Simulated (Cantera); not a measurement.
Mixture: 11.7 % CH4, 0.960 % C2H6, 14.0 % O2, 73.3 % N2, equivalence ratio 1.9, at 3.40 bar, adiabatic and at constant volume. Ignition delay is the time to a rise of 400 K.

Computed with Cantera and GRI-Mech 3.0 (53 species, 325 reactions).

Problem. Predict: delay at 1073 K; delay at 1148 K; delay at 1223 K; delay at 1298 K; delay at 1373 K; delay at 1448 K; delay at 1523 K; apparent activation energy between 1373 and 1523 K.

Solution. 
```json
{
  "delay at 1073 K": "17.5 ms",
  "delay at 1148 K": "7.30 ms",
  "delay at 1223 K": "3.35 ms",
  "delay at 1298 K": "1.59 ms",
  "delay at 1373 K": "0.754 ms",
  "delay at 1448 K": "0.360 ms",
  "delay at 1523 K": "0.175 ms",
  "apparent activation energy between 1373 and 1523 K": "170 kJ/mol"
}
```
